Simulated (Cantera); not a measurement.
**V + H₂O + N₂ + NH₃ (tantalum, niobium, vanadium and zirconium in process gases)**

Feed: 1 mol V, 0.019 mol H₂O, 18 mol N₂, a varied amount of NH₃, held at 90.0 Torr.

Cantera equilibrium calculation (NASA polynomials, part measured and part estimated; ideal gas, pure solids and liquids). Candidate condensed phases: H₂O, V, VN, VO, V₂O₃, V₂O₄, V₂O₅; 28 gas species. Mutual solubility and eutectic melting of coexisting phases are not modelled. VN: taken at fixed stoichiometry. Condensed phases not in the tables: the oxides between V₂O₃ and V₂O₅ other than VO₂, V₂N. The numbers say what is thermodynamically allowed, not how fast it happens.

Question: Map the stable condensed phases over T = 802, 827, 852, 877, 902, 927, 952, 977, 1002, 1027, 1052, 1077, 1102, 1127 °C and n(NH₃) in mol = 0.78, 1.2, 1.7, 2.2, 2.7, 3.1, 3.6, 4.1, 4.6, 5, 5.5.

Answer: 
```
T in °C \ n(NH₃) in mol
         0.78  1.2  1.7  2.2  2.7  3.1  3.6  4.1  4.6    5  5.5
   1127     A    A    A    A    B    B    B    B    B    B    B
   1102     A    A    A    A    B    B    B    B    B    B    B
   1077     A    A    A    A    B    B    B    B    B    B    B
   1052     A    A    A    A    A    B    B    B    B    B    B
   1027     A    A    A    A    A    B    B    B    B    B    B
   1002     A    A    A    A    A    B    B    B    B    B    B
    977     A    A    A    A    A    B    B    B    B    B    B
    952     A    A    A    A    A    B    B    B    B    B    B
    927     A    A    A    A    A    B    B    B    B    B    B
    902     A    A    A    A    A    B    B    B    B    B    B
    877     A    A    A    A    A    B    B    B    B    B    B
    852     A    A    A    A    A    A    B    B    B    B    B
    827     A    A    A    A    A    A    B    B    B    B    B
    802     A    A    A    A    A    A    B    B    B    B    B
```
A: VN + V₂O₃; B: VN.
